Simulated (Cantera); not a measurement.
Feed: 1 mol acetone, 2.7 mol H2, at 1.00 bar.

These are equilibrium values from Cantera (NASA tables, ideal gas, pure condensed phases), not measurements of a reactor. Candidate condensed phases: C, C6H6, C7H8, C8H18, H2O; 131 gas species. Ions and electrons are included (thermal ionisation). The feed counts by its element totals alone. Equilibrium is a limit: real reactors are often held back by kinetics, nucleation or transport.

Q: Which condensed phases are stable at each of these points (T (K)): 3000, 3250, 3500, 3750, 4000, 4250, 4500, 4750, 5000?

A: 
| T (K) | condensed phases | C condensed (%) |
|---|---|---|
| 3000 | C(graphite) | 44.1 |
| 3250 | C(graphite) | 21.7 |
| 3500 | gas only | 0.0 |
| 3750 | gas only | 0.0 |
| 4000 | gas only | 0.0 |
| 4250 | gas only | 0.0 |
| 4500 | gas only | 0.0 |
| 4750 | gas only | 0.0 |
| 5000 | gas only | 0.0 |

From 3000 K to 3250 K the condensed part is C(graphite). From 3500 K to 5000 K nothing is condensed.
